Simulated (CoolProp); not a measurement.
Vapour-liquid equilibrium of R22 (1) + C3F8 (R218) (2) at 0.0418 MPa; x and y are mole fractions of (1).

Values from CoolProp's multi-fluid Helmholtz-energy mixture model, Kamei 1995 and Lemmon 2006; pair parameters Bell 2016.

| x | bubble temperature, mixture model (K) | bubble temperature, Raoult's law (K) | y, mixture model | y, Raoult's law |
|---|---|---|---|---|
| 0.05 | 215.6 | 218.3 | 0.185 | 0.060 |
| 0.125 | 212.7 | 218.1 | 0.355 | 0.147 |
| 0.2 | 210.9 | 217.8 | 0.453 | 0.232 |
| 0.275 | 209.9 | 217.5 | 0.511 | 0.315 |
| 0.35 | 209.3 | 217.2 | 0.546 | 0.395 |
| 0.425 | 209.1 | 217.0 | 0.567 | 0.472 |
| 0.5 | 208.9 | 216.7 | 0.580 | 0.548 |
| 0.575 | 208.9 | 216.4 | 0.589 | 0.621 |
| 0.65 | 208.9 | 216.2 | 0.596 | 0.692 |
| 0.725 | 209.0 | 215.9 | 0.608 | 0.762 |
| 0.8 | 209.3 | 215.7 | 0.631 | 0.829 |
| 0.875 | 210.0 | 215.5 | 0.682 | 0.895 |
| 0.95 | 212.1 | 215.2 | 0.808 | 0.958 |

The largest gap from Raoult's law is -7.9 K in bubble temperature, at x = 0.425. y crosses x between x = 0.575 and 0.65: the model has an azeotrope there.

The pair parameters rest on a limited set of measurements; away from them the model extrapolates.
